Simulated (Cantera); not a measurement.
A Cantera script and what it prints.

```python
import numpy as np
import cantera as ct

gas_names = """
    CL CLO CL2 Mg MgCL MgCL2 MgO Mg2 O O2 O3
""".split()
cond_names = """
    Mg(cr) Mg(L) MgCL2(s) MgCL2(L) MgO(s) MgO(L)
""".split()


# ... load() reads the species with a 1 bar reference pressure and builds the phases ...
atoms = {
    'MgO': {'Mg': 1, 'O': 1},
    'Cl2': {'CL': 2},
}
top_T = {}  # K; cautious upper limits of use, not melting points


# ... equilibrate(T, P, feed) seeds the gas with the atoms and calls Mixture.equilibrate('TP', solver="vcs", rtol=1e-11, max_steps=5000) ...
results = []
feed = {'MgO': 1, 'Cl2': 0.069}  # mol
T = 1475  # K
P = 1333.22  # Pa
mix = equilibrate(T, P, feed)
results.append((T, P, feed, dict(zip(mix.species_names, mix.species_moles))))
print(gas.report(threshold=0.001))
for i in range(1, mix.n_phases):
    print(f"{mix.phase(i).name:16s} {mix.phase_moles(i):12.5e} mol")
```

Result:

```
       temperature   1475 K
          pressure   1333.2 Pa
           density   0.0072591 kg/m^3
  mean mol. weight   66.774 kg/kmol
   phase of matter   gas

                          1 kg             1 kmol
                     ---------------   ---------------
          enthalpy       -1.4618e+06       -9.7613e+07  J
   internal energy       -1.6455e+06       -1.0988e+08  J
           entropy            5226.7        3.4901e+05  J/K
    Gibbs function       -9.1713e+06        -6.124e+08  J
 heat capacity c_p            677.04             45208  J/K
 heat capacity c_v            552.52             36894  J/K

                      mass frac. Y      mole frac. X     chem. pot. / RT
                     ---------------   ---------------   ---------------
                CL          0.093452           0.17603           -18.194
               CL2           0.18096           0.17043           -36.388
             MgCL2           0.62109           0.43561           -76.249
                O2           0.10431           0.21768           -33.571
     [   +7 minor]        0.00018835        0.00025245

Mg(L)             0.00000e+00 mol
MgCL2(L)          0.00000e+00 mol
MgO(s)            9.56701e-01 mol
```

Equilibrium computed with Cantera from the NASA thermochemical tables; the gas is ideal and each condensed phase is pure.
